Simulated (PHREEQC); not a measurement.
NaOH is added in steps, without added water, to 1 kg of water holding 9.9 mmol/kgw NiCl2, 20 mmol/kgw Na2SO4 and 6.5 mmol/kgw HCl, at 25 °C. Oxygen alone is held at its pressure in air (log pO2 = -0.68). The system is closed to CO2. Only these solids could form: Ni(OH)2, Ni4(OH)6SO4, Halite, Mirabilite, Morenosite.

Base run: PHREEQC, ion-association model, wateq4f.dat. Each further column changes one thing. The table gives HSO4- (mol/kgw).

```json
[
 {"NaOH added (mol)": "0", "base": "0.00235", "0.0027 mol/kgw LiCl added": "0.00234", "0.0003 mol/kgw CsOH added": "0.00225", "no solid may form": "0.00235"},
 {"NaOH added (mol)": "0.00375", "base": "0.00104", "0.0027 mol/kgw LiCl added": "0.00103", "0.0003 mol/kgw CsOH added": "0.000927", "no solid may form": "0.00104"},
 {"NaOH added (mol)": "0.01125", "base": "1.39e-7", "0.0027 mol/kgw LiCl added": "1.37e-7", "0.0003 mol/kgw CsOH added": "1.38e-7", "no solid may form": "2.55e-10"},
 {"NaOH added (mol)": "0.015", "base": "1.23e-7", "0.0027 mol/kgw LiCl added": "1.21e-7", "0.0003 mol/kgw CsOH added": "1.21e-7", "no solid may form": "1.62e-10"},
 {"NaOH added (mol)": "0.0225", "base": "7.42e-8", "0.0027 mol/kgw LiCl added": "7.33e-8", "0.0003 mol/kgw CsOH added": "7.13e-8", "no solid may form": "(withheld)"},
 {"NaOH added (mol)": "0.02625", "base": "8.78e-9", "0.0027 mol/kgw LiCl added": "8.68e-9", "0.0003 mol/kgw CsOH added": "4.47e-11", "no solid may form": "4.34e-11"},
 {"NaOH added (mol)": "0.03375", "base": "1.47e-12", "0.0027 mol/kgw LiCl added": "1.46e-12", "0.0003 mol/kgw CsOH added": "1.41e-12", "no solid may form": "7.04e-12"},
 {"NaOH added (mol)": "0.0375", "base": "9.67e-13", "0.0027 mol/kgw LiCl added": "9.61e-13", "0.0003 mol/kgw CsOH added": "9.42e-13", "no solid may form": "3.07e-12"},
 {"NaOH added (mol)": "0.045", "base": "5.68e-13", "0.0027 mol/kgw LiCl added": "5.64e-13", "0.0003 mol/kgw CsOH added": "5.59e-13", "no solid may form": "(withheld)"},
 {"NaOH added (mol)": "0.04875", "base": "4.69e-13", "0.0027 mol/kgw LiCl added": "4.66e-13", "0.0003 mol/kgw CsOH added": "4.62e-13", "no solid may form": "7.94e-13"},
 {"NaOH added (mol)": "0.05625", "base": "3.45e-13", "0.0027 mol/kgw LiCl added": "3.43e-13", "0.0003 mol/kgw CsOH added": "3.41e-13", "no solid may form": "5.03e-13"},
 {"NaOH added (mol)": "0.06", "base": "3.04e-13", "0.0027 mol/kgw LiCl added": "3.02e-13", "0.0003 mol/kgw CsOH added": "(withheld)", "no solid may form": "4.23e-13"}
]
```

Q: Fill in the missing entries.

A: 
- 0.0225, no solid may form: 7.50e-11
- 0.045, no solid may form: 1.09e-12
- 0.06, 0.0003 mol/kgw CsOH added: 3.01e-13

The database's Ni(OH)2 is the aged solid; a fresh precipitate is more soluble. In at least one series the solution becomes supersaturated in solids that the run did not let form, among them Ni(OH)2, Ni4(OH)6SO4.
